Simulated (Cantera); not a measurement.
Charge: 1 mol Si, 1.5 mol NF3, 0.13 mol N2, at 425 °C and 72.0 mbar.

Equilibrium computed with Cantera from the NASA thermochemical tables; the gas is ideal and each condensed phase is pure. Candidate condensed phases: Si, Si3N4; 16 gas species. The numbers say what is thermodynamically allowed, not how fast it happens.

Base state: SiF4 0.500, N2 0.407, NF3 0.0663, F2 0.0253, F 0.000823 (mole fractions); condensed: gas only.

Q: What changes in the equilibrium state with this change: NF3 from 1.5 to 4.5 mol?

A: 
| species | before | after |
|---|---|---|
| NF3 | 0.0663 | 0.499 |
| N2 | 0.407 | 0.189 |
| SiF4 | 0.500 | 0.184 |
| F2 | 0.0253 | 0.126 |
| F | 0.000823 | 0.00183 |
